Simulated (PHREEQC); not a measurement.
Consider water at 20 °C with 0.0041 mol KH2PO4, 0.0027 mol HCl and 0.0001 mol H4SiO4 per kg of water. Closed to the air; pH follows from the charge balance.

The numbers come from PHREEQC with the ion-association model, phreeqc.dat.

```
quantity                    before    after
------------------------  --------  -------
pH                            2.75     2.80
ionic strength (mol/kgw)   0.00604  0.00580
H3PO4 (mol/kgw)           0.000766  0.00100
HPO4-2 (mol/kgw)           1.43e-7  1.93e-7
KHPO4- (mol/kgw)          8.24e-10  1.09e-9
SI of Quartz (SiO2)          +0.06    -0.54
```

Task: Which change was made?
(A) KH2PO4 from 0.0041 to 0.00369 mol/kgw
(B) temperature from 20 to 15 °C
(C) H4SiO4 from 0.0001 to 0.00015 mol/kgw
(D) temperature from 20 to 65 °C
(E) H4SiO4 from 0.0001 to 0.0005 mol/kgw

Result: D, temperature from 20 to 65 °C

No solid was allowed to form. Some of these states are supersaturated (in Quartz (slow to form), for instance). Away from 25 °C the constants follow the database's enthalpies or fits; those with neither stay at their 25 °C values.
